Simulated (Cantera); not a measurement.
An isothermal, constant-pressure homogeneous reactor starts with H₂ : O₂ = 0.32 : 1 (molar parts), equivalence ratio 0.16, at 1400 K and 0.00110 bar. Integrator tolerance rtol = 1e-08.

Computed with Cantera and the H2/O2 subset of GRI-Mech 3.0, which has no nitrogen chemistry. Radical loss at walls, strong at low pressure, is not modelled. The temperature is held fixed by assumption; the heat of reaction is taken as removed at once.

Problem. What does this change do: O2 1 to 9 parts?

Solution. 
| quantity | before | after |
|---|---|---|
| x(H₂) at 10.0 s | 0.000988 (gas-phase equilibrium 4.44e-6) | 0.000260 (gas-phase equilibrium 4.87e-7) |
| x(O₂) at 10.0 s | 0.717 (gas-phase equilibrium 0.724) | 0.947 (gas-phase equilibrium 0.965) |
| x(H₂O₂) at 10.0 s | 1.26e-8 (gas-phase equilibrium 8.70e-10) | 2.76e-9 (gas-phase equilibrium 1.27e-10) |
| x(O) at 10.0 s | 0.00549 (gas-phase equilibrium 2.44e-5) | 0.0162 (gas-phase equilibrium 2.82e-5) |
| x(HO₂) at 10.0 s | 2.88e-7 (gas-phase equilibrium 6.91e-8) | 9.26e-8 (gas-phase equilibrium 3.05e-8) |
| x(H) at 10.0 s | 0.00105 (gas-phase equilibrium 3.11e-7) | 0.00138 (gas-phase equilibrium 1.03e-7) |
| x(H₂O) at 10.0 s | 0.270 (gas-phase equilibrium 0.276) | 0.0320 (gas-phase equilibrium 0.0349) |
